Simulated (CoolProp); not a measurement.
The numbers come from the reference Helmholtz-energy equation of state, Span 1996 in CoolProp.

Question: For carbon dioxide, give the phase and the Z, speed of sound (m/s), isothermal compressibility (1/MPa), fugacity coefficient at 112.95 °C and 4600 kPa.

Answer: 
- 112.95 °C and 4600 kPa: gas; Z 0.903, speed of sound 289, isothermal compressibility 0.241, fugacity coefficient 0.909
